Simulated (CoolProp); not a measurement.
Tetradecamethylhexasiloxane (MD4M) along the isobar 1.01 MPa: Z from the reference equation and from simpler models built on Tc = 653.2 K, pc = 0.8286 MPa, ω = 0.800; each cubic takes its own stable root.

The numbers come from the reference Helmholtz-energy equation of state, Thol 2019 in CoolProp.

| T (K) | phase | reference |
|---|---|---|
| 350.5 | liquid | 0.1899 |
| 358.6 | liquid | 0.1874 |
| 366.8 | liquid | 0.1849 |
| 374.9 | liquid | 0.1827 |
| 383.1 | liquid | 0.1805 |
| 391.2 | liquid | 0.1786 |
| 399.4 | liquid | 0.1767 |
| 407.5 | liquid | 0.1749 |

Q: How far does each simpler model (van der Waals, Redlich-Kwong, Soave-Redlich-Kwong, Peng-Robinson) lie from the reference over these 8 states: mean and median of the absolute difference, and the worst?

A: 
- van der Waals: mean 81.0 %, median 81.0 %, worst +82.8 % at 350.5 K and 1.01 MPa
- Redlich-Kwong: mean 24.0 %, median 24.0 %, worst +24.6 % at 350.5 K and 1.01 MPa
- Soave-Redlich-Kwong: mean 14.9 %, median 14.9 %, worst +16.4 % at 350.5 K and 1.01 MPa
- Peng-Robinson: mean 2.4 %, median 2.4 %, worst +3.8 % at 350.5 K and 1.01 MPa
